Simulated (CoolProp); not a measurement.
R1132(E) along the isobar 65 bar: Z from the reference equation and from simpler models built on Tc = 75.7 °C, pc = 51.74 bar, ω = 0.245; each cubic takes its own stable root.

The numbers come from the reference Helmholtz-energy equation of state, Akasaka 2024 in CoolProp.

```json
[
 {"T (°C)": "47.05", "phase": "liquid", "reference": "0.1814", "van der Waals": "0.2865", "Redlich-Kwong": "0.2178", "Soave-Redlich-Kwong": "0.2107", "Peng-Robinson": "0.1871"},
 {"T (°C)": "57.05", "phase": "liquid", "reference": "0.1864", "van der Waals": "0.2916", "Redlich-Kwong": "0.2267", "Soave-Redlich-Kwong": "0.2204", "Peng-Robinson": "0.1963"},
 {"T (°C)": "67.05", "phase": "liquid", "reference": "0.1954", "van der Waals": "0.3004", "Redlich-Kwong": "0.2410", "Soave-Redlich-Kwong": "0.2366", "Peng-Robinson": "0.2120"},
 {"T (°C)": "76.95", "phase": "supercritical", "reference": "0.2144", "van der Waals": "0.3159", "Redlich-Kwong": "0.2668", "Soave-Redlich-Kwong": "0.2680", "Peng-Robinson": "0.2427"},
 {"T (°C)": "86.95", "phase": "supercritical", "reference": "0.3040", "van der Waals": "0.3474", "Redlich-Kwong": "0.3310", "Soave-Redlich-Kwong": "0.3627", "Peng-Robinson": "0.3385"},
 {"T (°C)": "96.95", "phase": "supercritical", "reference": "0.4838", "van der Waals": "0.4299", "Redlich-Kwong": "0.4710", "Soave-Redlich-Kwong": "0.5161", "Peng-Robinson": "0.4869"},
 {"T (°C)": "106.95", "phase": "supercritical", "reference": "0.5769", "van der Waals": "0.5333", "Redlich-Kwong": "0.5610", "Soave-Redlich-Kwong": "0.6020", "Peng-Robinson": "0.5712"},
 {"T (°C)": "116.85", "phase": "supercritical", "reference": "0.6380", "van der Waals": "0.5979", "Redlich-Kwong": "0.6198", "Soave-Redlich-Kwong": "0.6601", "Peng-Robinson": "0.6290"},
 {"T (°C)": "126.85", "phase": "supercritical", "reference": "0.6845", "van der Waals": "0.6444", "Redlich-Kwong": "0.6644", "Soave-Redlich-Kwong": "0.7050", "Peng-Robinson": "0.6740"}
]
```
